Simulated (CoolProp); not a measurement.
Saturated liquid density (kg/m³) of R22: the reference equation beside estimates from Tc = 96.1 °C, pc = 4.990 MPa, ω = 0.221. Rackett uses Z = 0.29056 − 0.08775 ω.

Computed with CoolProp (reference Helmholtz-energy equation of state, Kamei 1995).

| T (°C) | reference | Rackett | Soave-Redlich-Kwong | Peng-Robinson |
|---|---|---|---|---|
| -26.85 | 1368 | 1344 | 1240 | 1403 |
| -18.25 | 1341 | 1318 | 1214 | ? |
| -9.75 | 1314 | 1292 | ? | 1344 |
| -1.25 | 1286 | ? | 1158 | 1312 |
| 7.35 | ? | 1235 | 1126 | 1277 |
| 15.85 | 1225 | 1205 | 1093 | 1240 |
| 24.35 | 1193 | 1173 | 1058 | 1200 |
| 32.85 | 1159 | 1140 | 1019 | 1157 |
| 41.45 | 1122 | 1104 | 977.0 | 1109 |
| 49.95 | ? | 1065 | 931.3 | 1056 |
| 58.45 | ? | 1023 | 880.5 | 997.3 |
| 67.05 | 988.8 | 974.3 | 822.6 | 929.6 |

### Question
Fill in the missing entries.

### Answer

- -18.25, Peng-Robinson: 1374
- -9.75, Soave-Redlich-Kwong: 1187
- -1.25, Rackett: 1264
- 7.35, reference: 1256
- 49.95, reference: 1083
- 58.45, reference: 1039

Absolute difference from the reference over all 12 rows, mean and median: Rackett 1.6 and 1.7 %, Soave-Redlich-Kwong 11.8 and 11.0 %, Peng-Robinson 2.2 and 2.2 %.
